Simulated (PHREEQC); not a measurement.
0.03 g of hydrous ferric oxide (600 m²/g; 0.2 weak and 0.005 strong sites per Fe, Dzombak-Morel constants, diffuse double layer) in 1 kg of water with 0.01 mol/kgw of an inert sodium salt and 0.0021 mmol/kgw Ag2SO4 and 0.00057 mmol/kgw PbCl2, at 25 °C; the pH is set by adding NaOH or the inert anion's acid. O2 is buffered at 0.21 atm. CO2 from the air is kept out. Precipitation was switched off in this run.

All values are PHREEQC results (ion-association model, wateq4f.dat), not measurements.

```csv
pH,S sorbed (%),Ag sorbed (%),Pb sorbed (%),surface charge σ (C/m²),surface potential ψ (mV)
4,99.6,0.0,13.1,0.203,182
4.5,98.8,0.0,50.4,0.150,167
5,95.6,0.1,86.8,0.106,149
5.5,83.1,0.4,97.9,0.072,129
6,50.3,1.3,99.7,0.048,108
6.5,15.4,3.8,100.0,0.030,86
7,2.5,9.1,100.0,0.017,61
7.5,0.3,16.4,100.0,0.008,34
8,0.0,23.4,100.0,0.002,7
8.5,0.0,30.1,100.0,-0.005,-21
9,0.0,40.5,100.0,-0.013,-48
9.5,0.0,58.1,100.0,-0.023,-74
10,0.0,77.7,100.0,-0.039,-99
10.5,0.0,90.5,100.0,-0.062,-121
11,0.0,96.2,100.0,-0.096,-141
11.5,0.0,98.1,100.0,-0.145,-157
12,0.0,98.0,99.6,-0.218,-166
```
